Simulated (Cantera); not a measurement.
A Cantera script and what it prints.

```python
import numpy as np
import cantera as ct

gas_names = """
    Ca CaCL CaCL2 CaO CaOH CaO2H2 Ca2 CL CLO CL2 H HCL HOCL HO2 H2 H2O H2O2 O OH O2 O3
""".split()
cond_names = """
    Ca(a) Ca(b) Ca(L) CaCL2(s) CaCL2(L) CaO(s) CaO(L) CaO2H2(s) H2O(s) H2O(L)
""".split()


def load(file, names, dense=False):
    # The tables refer to 1 bar. Condensed volumes are neglected.
    table = {s.name: s for s in ct.Species.list_from_file(file)}
    out = []
    for n in names:
        d = dict(table[n].input_data)
        d["thermo"] = dict(d["thermo"], **{"reference-pressure": 1e5})
        if dense:
            d["equation-of-state"] = {"model": "constant-volume", "density": "1e6 g/cm^3"}
        out.append(ct.Species.from_dict(d))
    return out


gas = ct.Solution(thermo="ideal-gas", species=load("nasa_gas.yaml", gas_names))
cond = {s.name: ct.Solution(thermo="fixed-stoichiometry", species=[s], name=s.name)
        for s in load("nasa_condensed.yaml", cond_names, dense=True)}
atoms = {
    'CaO': {'Ca': 1, 'O': 1},
    'HCl': {'H': 1, 'CL': 1},
    'O2': {'O': 2},
}
top_T = {}  # K; cautious upper limits of use, not melting points


def equilibrate(T, P, feed):
    n = {}
    for name, mol in feed.items():
        for a, k in atoms[name].items():
            n[a] = n.get(a, 0.0) + k * mol
    gas.TPX = T, P, n
    mass = sum(n.values()) * gas.mean_molecular_weight
    gas.equilibrate("TP")
    valid = [c for c in cond.values() if c.min_temp <= T <= top_T.get(c.name, c.max_temp)]
    mix = ct.Mixture([(gas, mass / gas.mean_molecular_weight)] + [(c, 0.0) for c in valid])
    mix.T, mix.P = T, P
    mix.equilibrate("TP", solver="vcs", rtol=1e-11, max_steps=5000)
    return mix


results = []
feed = {'CaO': 1, 'HCl': 1.9, 'O2': 3.7}  # mol
P = 10000  # Pa
for T in [1250, 1300, 1350, 1400, 1450, 1500, 1550, 1600, 1650, 1700, 1750, 1800]:
    mix = equilibrate(T, P, feed)
    results.append((T, P, feed, dict(zip(mix.species_names, mix.species_moles))))
    x = sorted(zip(gas.X, gas.species_names), reverse=True)
    print(f"T = {T:g} K  P = {P:g} Pa  gas = {mix.phase_moles(0):.4g} mol")
    print("   x: " + "  ".join(f"{s} {v:.3e}" for v, s in x if v > 1e-06))
    print("   condensed (mol): " + ("  ".join(f"{mix.phase(i).name} {mix.phase_moles(i):.4g}"
          for i in range(1, mix.n_phases) if mix.phase_moles(i) > 1e-12) or "none"))
```

Output:

```
T = 1250 K  P = 10000 Pa  gas = 4.72 mol
   x: O2 7.838e-01  H2O 1.869e-01  HCL 2.873e-02  CL 2.474e-04  CaCL2 2.104e-04  CL2 1.005e-04  OH 1.942e-05  CLO 2.484e-06  HOCL 1.961e-06
   condensed (mol): CaCL2(L) 0.8801  CaO(s) 0.1189
T = 1300 K  P = 10000 Pa  gas = 4.748 mol
   x: O2 7.790e-01  H2O 1.804e-01  HCL 3.929e-02  CaCL2 5.776e-04  CL 4.895e-04  CL2 1.557e-04  OH 3.480e-05  CLO 4.494e-06  HOCL 2.839e-06
   condensed (mol): CaCL2(L) 0.8521  CaO(s) 0.1452
T = 1350 K  P = 10000 Pa  gas = 4.785 mol
   x: O2 7.728e-01  H2O 1.725e-01  HCL 5.205e-02  CaCL2 1.461e-03  CL 9.184e-04  CL2 2.321e-04  OH 5.931e-05  CLO 7.751e-06  HOCL 3.962e-06  O 1.173e-06
   condensed (mol): CaCL2(L) 0.8151  CaO(s) 0.1779
T = 1400 K  P = 10000 Pa  gas = 4.835 mol
   x: O2 7.646e-01  H2O 1.629e-01  HCL 6.695e-02  CaCL2 3.438e-03  CL 1.643e-03  CL2 3.342e-04  OH 9.653e-05  CLO 1.280e-05  HOCL 5.338e-06  O 2.617e-06
   condensed (mol): CaCL2(L) 0.7659  CaO(s) 0.2175
T = 1450 K  P = 10000 Pa  gas = 4.904 mol
   x: O2 7.535e-01  H2O 1.518e-01  HCL 8.371e-02  CaCL2 7.579e-03  CL 2.817e-03  CL2 4.664e-04  OH 1.504e-04  CLO 2.031e-05  HOCL 6.952e-06  O 5.513e-06
   condensed (mol): CaCL2(L) 0.6983  CaO(s) 0.2645
T = 1500 K  P = 10000 Pa  gas = 5.003 mol
   x: O2 7.380e-01  H2O 1.389e-01  HCL 1.018e-01  CaCL2 1.576e-02  CL 4.644e-03  CL2 6.319e-04  OH 2.245e-04  CLO 3.102e-05  O 1.102e-05  HOCL 8.750e-06
   condensed (mol): CaCL2(L) 0.6017  CaO(s) 0.3195
T = 1550 K  P = 10000 Pa  gas = 5.151 mol
   x: O2 7.159e-01  H2O 1.241e-01  HCL 1.202e-01  CaCL2 3.111e-02  CL 7.382e-03  CL2 8.320e-04  OH 3.210e-04  CLO 4.565e-05  O 2.094e-05  HOCL 1.062e-05  H2 1.677e-06
   condensed (mol): CaCL2(L) 0.4567  CaO(s) 0.3831
T = 1600 K  P = 10000 Pa  gas = 5.385 mol
   x: O2 6.835e-01  HCL 1.376e-01  H2O 1.074e-01  CaCL2 5.855e-02  CL 1.133e-02  CL2 1.064e-03  OH 4.380e-04  CLO 6.462e-05  O 3.792e-05  HOCL 1.235e-05  H2 2.725e-06
   condensed (mol): CaCL2(L) 0.2278  CaO(s) 0.4569
T = 1650 K  P = 10000 Pa  gas = 5.619 mol
   x: O2 6.538e-01  HCL 1.444e-01  H2O 9.653e-02  CaCL2 8.795e-02  CL 1.545e-02  CL2 1.113e-03  OH 5.951e-04  CLO 8.155e-05  O 6.621e-05  HOCL 1.315e-05  H2 4.432e-06
   condensed (mol): CaO(s) 0.5058
T = 1700 K  P = 10000 Pa  gas = 5.624 mol
   x: O2 6.528e-01  HCL 1.363e-01  H2O 1.003e-01  CaCL2 9.109e-02  CL 1.758e-02  OH 8.600e-04  CL2 8.375e-04  O 1.142e-04  CLO 8.801e-05  HOCL 1.284e-05  H2 7.890e-06  H 1.309e-06
   condensed (mol): CaO(s) 0.4877
T = 1750 K  P = 10000 Pa  gas = 5.628 mol
   x: O2 6.517e-01  HCL 1.288e-01  H2O 1.038e-01  CaCL2 9.380e-02  CL 1.983e-02  OH 1.215e-03  CL2 6.392e-04  O 1.910e-04  CLO 9.445e-05  H2 1.356e-05  HOCL 1.252e-05  H 2.709e-06  HO2 1.205e-06  CaO2H2 1.135e-06
   condensed (mol): CaO(s) 0.4721
T = 1800 K  P = 10000 Pa  gas = 5.633 mol
   x: O2 6.504e-01  HCL 1.218e-01  H2O 1.069e-01  CaCL2 9.611e-02  CL 2.221e-02  OH 1.682e-03  CL2 4.941e-04  O 3.103e-04  CLO 1.008e-04  H2 2.258e-05  HOCL 1.220e-05  H 5.380e-06  CaO2H2 1.923e-06  HO2 1.577e-06
   condensed (mol): CaO(s) 0.4586
```

Method: chemical equilibrium by Gibbs-energy minimisation in Cantera with the NASA 1993 tables (ideal gas, pure condensed phases). Mutual solubility and eutectic melting of coexisting phases are not modelled. Condensed phases not in the tables: oxide chlorides.
